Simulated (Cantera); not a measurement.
**Ignition delay**

Mixture: 9.98 % CH4, 0.728 % C2H6, 18.8 % O2, 70.5 % N2, equivalence ratio 1.2, at 710000 Pa, adiabatic and at constant volume. Ignition delay is the time to a rise of 400 K.

Computed with Cantera and GRI-Mech 3.0 (53 species, 325 reactions).

| T0 (K) | delay (ms) |
|---|---|
| 1150 | 2.93 |
| 1225 | 1.27 |
| 1300 | 0.590 |
| 1375 | 0.283 |
| 1450 | 0.139 |
| 1525 | 0.0705 |
| 1600 | 0.0370 |
| 1675 | 0.0204 |
| 1750 | 0.0119 |
| 1825 | 0.00742 |

```json
{
  "apparent activation energy between 1675 and 1825 K": "170 kJ/mol"
}
```
